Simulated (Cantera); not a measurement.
Input (Python, Cantera):

```python
import numpy as np
import cantera as ct

surf = ct.Interface("ptcombust.yaml", "Pt_surf")
gas = surf.adjacent["gas"]
gas.TPX = 300, 12000, {'CH4': 0.062, 'O2': 0.19, 'N2': 0.79}
jet = ct.ImpingingJet(gas=gas, width=0.092, surface=surf)
jet.inlet.mdot, jet.inlet.T, jet.inlet.X = 0.11, 300, {'CH4': 0.062, 'O2': 0.19, 'N2': 0.79}
jet.set_refine_criteria(ratio=10, slope=0.2, curve=0.3)
show, cover = ['CH4', 'O2', 'H2O', 'OH', 'CO', 'CO2'], ["PT(S)", "H(S)", "O(S)", "OH(S)", "CO(S)", "C(S)"]

rows = []
print(f"{'Ts/K':>7s}" + "".join(f"{s:>11s}" for s in show + cover) + "   (gas at the wall, coverages)")
for i, Ts in enumerate([850, 900, 950, 1000, 1050, 1100, 1150, 1200]):
    jet.surface.T = Ts
    if i == 0:
        surf.TP = Ts, 12000
        surf.coverages = "PT(S):0.5, O(S):0.5"
        surf.advance_coverages(1.0)
        jet.set_initial_guess(products="inlet")
    jet.solve(loglevel=0, auto=(i == 0))
    rows.append([*(jet.X[gas.species_index(s), -1] for s in show), *surf[cover].coverages])
    print(f"{Ts:7g}" + "".join(f"{x:11.3e}" for x in rows[-1]))
```

It prints:

```
   Ts/K        CH4         O2        H2O         OH         CO        CO2      PT(S)       H(S)       O(S)      OH(S)      CO(S)       C(S)   (gas at the wall, coverages)
    850  4.935e-02  1.604e-01  1.921e-02  8.925e-09  1.220e-05  1.253e-02  1.170e-01  2.423e-08  8.817e-01  1.287e-03  1.900e-05  4.852e-08
    900  3.907e-02  1.383e-01  3.847e-02  3.639e-08  1.397e-05  2.521e-02  1.779e-01  9.162e-08  8.204e-01  1.727e-03  1.804e-05  6.417e-08
    950  2.839e-02  1.156e-01  5.826e-02  1.158e-07  1.425e-05  3.836e-02  2.483e-01  2.593e-07  7.497e-01  1.959e-03  1.438e-05  6.883e-08
   1000  2.018e-02  9.817e-02  7.331e-02  3.225e-07  1.386e-05  4.845e-02  3.227e-01  5.885e-07  6.753e-01  1.977e-03  1.040e-05  6.499e-08
   1050  1.469e-02  8.663e-02  8.324e-02  7.766e-07  1.358e-05  5.516e-02  3.966e-01  1.145e-06  6.015e-01  1.865e-03  7.302e-06  5.811e-08
   1100  1.113e-02  7.922e-02  8.957e-02  1.693e-06  1.364e-05  5.946e-02  4.676e-01  2.006e-06  5.307e-01  1.693e-03  5.179e-06  5.134e-08
   1150  8.771e-03  7.443e-02  9.362e-02  3.390e-06  1.413e-05  6.222e-02  5.347e-01  3.264e-06  4.638e-01  1.504e-03  3.775e-06  4.573e-08
   1200  7.160e-03  7.134e-02  9.622e-02  6.328e-06  1.511e-05  6.396e-02  5.971e-01  5.023e-06  4.016e-01  1.317e-03  2.844e-06  4.138e-08
```

Cantera simulation using Deutschmann's 1995 Pt surface mechanism with GRI-Mech 3.0 gas chemistry; the numbers are that mechanism's predictions, not measurements. Catalytic surfaces can have several steady states; this one follows from the mechanism file's or the stated starting coverage.
